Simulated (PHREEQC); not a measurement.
Metal-bearing waste water (model solution)

Make-up at 60 °C: 0.0089 mol MnSO4, 5.2e-05 mol CuCl2, 5.2e-05 mol H2SO4 and 0.0096 mol Na2SO4 per kg of water. Closed to the air; pH follows from the charge balance.

Model: ion-association model, phreeqc.dat, run in PHREEQC.

Each row changes one thing in this solution. This is a speciation only: nothing precipitates in the calculation.

```tsv
case	pH	ionic strength (mol/kgw)	SO4-2 (mol/kgw)	Mn+2 (mol/kgw)	MnSO4 (mol/kgw)	HSO4- (mol/kgw)
as made	4.44	0.0461	0.0135	0.00465	0.00425	6.16e-5
0.0019 mol/kgw LiCl added	4.44	0.0481	0.0135	0.00469	0.00419	6.13e-5
Na2SO4 from 0.0096 to 0.00864 mol/kgw	4.43	0.0437	0.0127	0.00471	0.00419	6.04e-5
Na2SO4 from 0.0096 to 0.0144 mol/kgw	4.50	0.0583	0.0175	0.00438	0.00452	6.63e-5
Na2SO4 left out	4.28	0.0231	0.00571	0.00572	0.00318	4.39e-5
```

At this temperature some constants are extrapolated from 25 °C, and those without enthalpy data are left unchanged.
